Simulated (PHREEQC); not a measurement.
Dissolve 0.69 mol HNO3 per kg of water at 25 °C. Closed to the air; pH follows from the charge balance.

Model: ion-association model, phreeqc.dat, run in PHREEQC.

```yaml
pH: 0.28
ionic_strength: 0.690 mol/kgw
activity_of_water: 0.977
specific_conductance: 197000 µS/cm
density: 1.019 g/cm³
total_alkalinity: -690 meq/kg
```

```csv
species,molality,activity,log γ
H+,0.690,0.520,-0.123
NO3-,0.690,0.404,-0.233
```

This is a speciation only: nothing precipitates in the calculation. Complexes and solids missing from the database can't appear.
